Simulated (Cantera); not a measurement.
**Thermodynamics of fluorocarbon and chlorocarbon gases, feed CHF₃ + HCl + H₂**

Feed: 1 mol CHF₃, 0.01 mol HCl, 0.88 mol H₂, equilibrated at 0.100 bar.

Cantera equilibrium calculation (NASA polynomials, part measured and part estimated; ideal gas, pure solids and liquids). Candidate condensed phases: C, C₆H₆, C₇H₈, C₈H₁₈; 118 gas species. Gases not in the tables: C₂F₆ and larger saturated fluorocarbons. Kinetics and transport are ignored.

From 1973 K to 2498 K the condensed part is C(graphite). The main C-bearing gas is CF₄ at 1973 K and CF₂ at 2498 K. The share of C in condensed phases is highest at 2498 K (94.2 %) and lowest at 2273 K (92.6 %).

```json
[
 {"T (K)": "1973", "x HF": "0.973", "x F": "0.00179", "x CF₂": "0.00376", "x CF₄": "0.0179", "x Cl": "0.00276", "x CF": "7.26e-6", "x HCl": "0.000740", "x CF₃": "0.000210", "n C(graphite)": "0.938"},
 {"T (K)": "2048", "x HF": "0.970", "x F": "0.00353", "x CF₂": "0.00655", "x CF₄": "0.0159", "x Cl": "0.00295", "x CF": "2.06e-5", "x HCl": "0.000545", "x CF₃": "0.000317", "n C(graphite)": "0.935"},
 {"T (K)": "2123", "x HF": "0.966", "x F": "0.00647", "x CF₂": "0.0105", "x CF₄": "0.0130", "x Cl": "0.00307", "x CF": "5.31e-5", "x HCl": "0.000411", "x CF₃": "0.000434", "n C(graphite)": "0.931"},
 {"T (K)": "2198", "x HF": "0.960", "x F": "0.0110", "x CF₂": "0.0151", "x CF₄": "0.00932", "x Cl": "0.00314", "x CF": "0.000124", "x HCl": "0.000322", "x CF₃": "0.000522", "n C(graphite)": "0.928"},
 {"T (K)": "2273", "x HF": "0.954", "x F": "0.0172", "x CF₂": "0.0191", "x CF₄": "0.00558", "x Cl": "0.00317", "x CF": "0.000259", "x HCl": "0.000267", "x CF₃": "0.000532", "n C(graphite)": "0.926"},
 {"T (K)": "2348", "x HF": "0.947", "x F": "0.0244", "x CF₂": "0.0210", "x CF₄": "0.00269", "x Cl": "0.00318", "x CF": "0.000484", "x HCl": "0.000236", "x CF₃": "0.000449", "n C(graphite)": "0.928"},
 {"T (K)": "2423", "x HF": "0.942", "x F": "0.0320", "x CF₂": "0.0203", "x CF₄": "0.00106", "x Cl": "0.00318", "x CF": "0.000818", "x HCl": "0.000223", "x CF₃": "0.000318", "n C(graphite)": "0.934"},
 {"T (K)": "2498", "x HF": "0.937", "x F": "0.0394", "x CF₂": "0.0179", "x CF₄": "0.000365", "x Cl": "0.00316", "x CF": "0.00128", "x HCl": "0.000221", "x CF₃": "0.000199", "n C(graphite)": "0.942"}
]
```
x: gas mole fraction; n: condensed amount in mol.
